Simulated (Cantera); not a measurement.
An isothermal, constant-pressure homogeneous reactor starts with H₂ : O₂ : N₂ = 0.0074 : 1 : 0.4 (molar parts), at 1175 K and 10.00 Torr. Integrator tolerance rtol = 1e-08.

Detailed kinetics in Cantera: GRI-Mech 3.0 (53 species, 325 reactions). Radical loss at walls, strong at low pressure, is not modelled.

Task: What does this change do: H2 0.0074 to 0.00083 parts?

Result: 
```json
[
 {"quantity": "x(H₂) at 200 s", "before": "8.42e-10 (gas-phase equilibrium 4.08e-10)", "after": "2.27e-10 (gas-phase equilibrium 4.57e-11)"},
 {"quantity": "x(O₂) at 200 s", "before": "0.710 (gas-phase equilibrium 0.710)", "after": "0.714 (gas-phase equilibrium 0.714)"},
 {"quantity": "x(H₂O₂) at 200 s", "before": "1.93e-11 (gas-phase equilibrium 9.77e-12)", "after": "5.24e-12 (gas-phase equilibrium 1.10e-12)"},
 {"quantity": "x(OH) at 200 s", "before": "2.79e-6 (gas-phase equilibrium 1.94e-6)", "after": "1.45e-6 (gas-phase equilibrium 6.53e-7)"},
 {"quantity": "x(NO) at 200 s", "before": "1.59e-8 (gas-phase equilibrium 0.000179)", "after": "8.45e-9 (gas-phase equilibrium 0.000180)"},
 {"quantity": "x(O) at 200 s", "before": "2.21e-7 (gas-phase equilibrium 1.07e-7)", "after": "5.28e-7 (gas-phase equilibrium 1.08e-7)"}
]
```

Task: What does this change do: 0.056 parts H2O added?

Result: 
```tsv
quantity	before	after
x(H₂) at 200 s	8.42e-10 (gas-phase equilibrium 4.08e-10)	4.16e-9 (gas-phase equilibrium 3.43e-9)
x(O₂) at 200 s	0.710 (gas-phase equilibrium 0.710)	0.683 (gas-phase equilibrium 0.682)
x(H₂O₂) at 200 s	1.93e-11 (gas-phase equilibrium 9.77e-12)	9.31e-11 (gas-phase equilibrium 7.90e-11)
x(OH) at 200 s	2.79e-6 (gas-phase equilibrium 1.94e-6)	6.09e-6 (gas-phase equilibrium 5.53e-6)
x(NO) at 200 s	1.59e-8 (gas-phase equilibrium 0.000179)	5.45e-9 (gas-phase equilibrium 0.000172)
x(O) at 200 s	2.21e-7 (gas-phase equilibrium 1.07e-7)	1.28e-7 (gas-phase equilibrium 1.05e-7)
```
